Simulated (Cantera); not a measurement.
Input: 1 mol SiHCl3, 920 mol H2, equilibrated at 1423 K and 0.0220 bar.

Cantera equilibrium calculation (NASA polynomials, part measured and part estimated; ideal gas, pure solids and liquids). Candidate condensed phases: Si; 19 gas species. Rates play no part.

Base state: H2 0.997, HCl 0.00319, H 4.47e-5, SiCl2 3.08e-5 (mole fractions); condensed: Si(s).

Problem. What changes in the equilibrium state with this change: H2 from 920 to 11 mol?

Solution. 
```tsv
species	before	after
H2	0.997	0.830
HCl	0.00319	0.116
SiCl2	3.08e-5	0.0487
SiCl4	<1e-9	0.00121
SiCl3	6.14e-8	0.00386
SiHCl3	1.17e-8	0.000673
SiH2Cl2	4.34e-8	5.71e-5
H	4.47e-5	4.08e-5
Si(s), mol	0.971	0.295
```
The tables' values for SiCl3 are old estimates; treat these amounts as uncertain.
